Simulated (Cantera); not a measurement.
## Premixed flame

A freely propagating, adiabatic, planar premixed flame of CH4 : CO : O2 : N2 = 1 : 0.47 : 1.72 : 6.46 (molar parts), unburnt at 300 K and 7.20 bar; mixture-averaged transport, grid criteria slope 0.08 and curve 0.16, no radiation.

Model: GRI-Mech 3.0 (53 species, 325 reactions), integrated in Cantera. Burning velocities carry a grid error of a few per cent, more on coarse grids.

```
z (mm)   T (K)  u (m/s)     x CH4    x CO      x O2    x CH2     x CO2    x CH2O
-------  -----  -------  --------  ------  --------  -------  --------  --------
-0.542     300    0.109     0.104  0.0487     0.178    <1e-8   2.73e-7   2.13e-8
-0.361     304    0.111     0.103  0.0486     0.177    <1e-8   1.35e-5   1.08e-6
-0.271     331    0.121     0.101  0.0486     0.175    <1e-8  0.000166   1.34e-5
-0.181     495    0.183    0.0914  0.0504     0.163    <1e-8   0.00201  0.000160
-0.0903   1070    0.401    0.0575  0.0610     0.112    <1e-8    0.0153   0.00101
-0.0452   1507    0.568    0.0299  0.0715    0.0665  3.87e-7    0.0310  0.000993
0         1890    0.713   0.00712  0.0796    0.0227  1.32e-5    0.0511  0.000269
0.0452    2045    0.768  0.000934  0.0774   0.00457  1.18e-5    0.0656   5.02e-5
0.0903    2081    0.780  0.000166  0.0740  0.000903  2.69e-6    0.0720   9.21e-6
0.181     2098    0.785   1.68e-5  0.0718   7.56e-5  1.95e-7    0.0752   7.25e-7
0.361     2106    0.787   1.74e-6  0.0714   1.05e-5    <1e-8    0.0758   5.35e-8
0.723     2109    0.789   2.79e-7  0.0715   3.28e-6    <1e-8    0.0758   1.12e-8
1.45      2110    0.789   2.91e-8  0.0715   1.74e-6    <1e-8    0.0757     <1e-8
```
x: mole fraction of selected species; z is measured from the peak of heat release.

laminar burning velocity: 10.9 cm/s
thermal thickness: 0.181 mm
peak x(CH2): 1.78e-5
peak x(CH2O): 0.00117
grid points: 146
